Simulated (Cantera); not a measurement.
A Cantera script and what it prints.

```python
import numpy as np
import cantera as ct

gas_names = """
    Fe H H2 H2S S SH S2 S8
""".split()
cond_names = """
    Fe(a) Fe(c) Fe(d) Fe(L) FeS(a) FeS(b) FeS(c) FeS(L) FeS2(s) S(cr1) S(cr2) S(L)
""".split()


def load(file, names, dense=False):
    # The tables refer to 1 bar. Condensed volumes are neglected.
    table = {s.name: s for s in ct.Species.list_from_file(file)}
    out = []
    for n in names:
        d = dict(table[n].input_data)
        d["thermo"] = dict(d["thermo"], **{"reference-pressure": 1e5})
        if dense:
            d["equation-of-state"] = {"model": "constant-volume", "density": "1e6 g/cm^3"}
        out.append(ct.Species.from_dict(d))
    return out


gas = ct.Solution(thermo="ideal-gas", species=load("nasa_gas.yaml", gas_names))
cond = {s.name: ct.Solution(thermo="fixed-stoichiometry", species=[s], name=s.name)
        for s in load("nasa_condensed.yaml", cond_names, dense=True)}
atoms = {
    'FeS2': {'Fe': 1, 'S': 2},
    'H2': {'H': 2},
}
top_T = {'FeS2(s)': 1010}  # K; cautious upper limits of use, not melting points


def equilibrate(T, P, feed):
    n = {}
    for name, mol in feed.items():
        for a, k in atoms[name].items():
            n[a] = n.get(a, 0.0) + k * mol
    gas.TPX = T, P, n
    mass = sum(n.values()) * gas.mean_molecular_weight
    gas.equilibrate("TP")
    valid = [c for c in cond.values() if c.min_temp <= T <= top_T.get(c.name, c.max_temp)]
    mix = ct.Mixture([(gas, mass / gas.mean_molecular_weight)] + [(c, 0.0) for c in valid])
    mix.T, mix.P = T, P
    mix.equilibrate("TP", solver="vcs", rtol=1e-11, max_steps=5000)
    return mix


results = []
T = 750  # K
P = 13332.2  # Pa
for m in [0.66, 1.3, 2.6, 5.2, 10, 20, 41, 81, 160, 320, 630, 1300]:
    feed = {'FeS2': 1, 'H2': m}  # mol
    mix = equilibrate(T, P, feed)
    results.append((T, P, feed, dict(zip(mix.species_names, mix.species_moles))))

top = {s: max(r[3][s] / sum(r[3][g] for g in gas_names) for r in results) for s in gas_names}
cols = sorted((s for s in top if top[s] > 1e-06), key=lambda s: -top[s])[:8]
seen = [c for c in cond_names if any(r[3].get(c, 0) > 1e-12 for r in results)]
print("log10 of partial pressures in bar; condensed amounts in mol")
print(f"{'n(H2)':>10s}" + "".join(f"{s[:9]:>10s}" for s in cols + seen))
for T, P, feed, n in results:
    ng = sum(n[g] for g in gas_names)
    print(f"{feed['H2']:10.4g}" + "".join(f"{np.log10(max(n[s] / ng * P / 1e5, 1e-99)):10.3f}" for s in cols)
          + "".join(f"{n.get(c, 0):10.4g}" for c in seen))
```

It prints:

```
log10 of partial pressures in bar; condensed amounts in mol
     n(H2)        H2       H2S        S2    FeS(c)   FeS2(s)
      0.66    -1.979    -0.911    -5.240    0.6081    0.3919
       1.3    -1.512    -0.989    -6.331         1         0
       2.6    -1.086    -1.290    -7.785         1         0
       5.2    -0.968    -1.591    -8.624         1         0
        10    -0.921    -1.875    -9.286         1         0
        20    -0.897    -2.176    -9.935         1         0
        41    -0.886    -2.488   -10.581         1         0
        81    -0.880    -2.784   -11.183         1         0
       160    -0.878    -3.079   -11.780         1         0
       320    -0.876    -3.380   -12.385         1         0
       630    -0.876    -3.674   -12.974         1         0
      1300    -0.875    -3.989   -13.604         1         0
```

These are equilibrium values from Cantera (NASA tables, ideal gas, pure condensed phases), not measurements of a reactor. FeS: taken at fixed stoichiometry.
